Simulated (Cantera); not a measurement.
An adiabatic, constant-volume homogeneous reactor starts with CO : H₂ : CH₄ : O₂ : N₂ = 1 : 0.031 : 0.51 : 1.71 : 6.48 (molar parts), equivalence ratio 0.90, at 1475 K and 1.00 bar. Integrator tolerance rtol = 1e-08.

Model: GRI-Mech 3.0 (53 species, 325 reactions), integrated in Cantera.

```
quantity                                                            before                                    after
---------------------------------  ---------------------------------------  ---------------------------------------
time of steepest temperature rise                                 0.860 ms                                  93.5 µs
temperature at 0.100 s                                              2848 K                                   2924 K
equilibrium temperature                                             2848 K                                   2924 K
x(CO) at 0.100 s                     0.0633 (gas-phase equilibrium 0.0633)    0.0753 (gas-phase equilibrium 0.0753)
x(H₂) at 0.100 s                   0.00843 (gas-phase equilibrium 0.00843)    0.0106 (gas-phase equilibrium 0.0106)
x(CH₄) at 0.100 s                    <1e-12 (gas-phase equilibrium <1e-12)    <1e-12 (gas-phase equilibrium <1e-12)
x(CH₂) at 0.100 s                    <1e-12 (gas-phase equilibrium <1e-12)    <1e-12 (gas-phase equilibrium <1e-12)
x(HCN) at 0.100 s                  1.82e-9 (gas-phase equilibrium 1.82e-9)  2.81e-9 (gas-phase equilibrium 2.81e-9)
```

Which change was made?
A) H2 0.031 to 0.055 parts
B) constant pressure in place of constant volume
C) initial temperature 1475 to 1500 K
D) initial temperature 1475 to 1798 K

D, initial temperature 1475 to 1798 K
